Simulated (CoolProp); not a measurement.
Properties of n-undecane along the isobar 0.433 MPa.

Computed with CoolProp (reference Helmholtz-energy equation of state, Aleksandrov 2011). It is a short technical equation, of lower accuracy than the large ones.

| T (K) | phase | cp (kJ/(kg K)) | cv (kJ/(kg K)) |
|---|---|---|---|
| 545.9 | gas | 2.833 | 2.687 |
| 554.1 | gas | 2.842 | 2.707 |
| 562.4 | gas | 2.854 | 2.728 |
| 570.6 | gas | 2.868 | 2.750 |
| 578.8 | gas | 2.883 | 2.772 |
| 587.1 | gas | 2.900 | 2.794 |
| 595.3 | gas | 2.918 | 2.816 |
| 603.5 | gas | 2.936 | 2.839 |
| 611.8 | gas | 2.955 | 2.861 |
| 620 | gas | 2.975 | 2.883 |
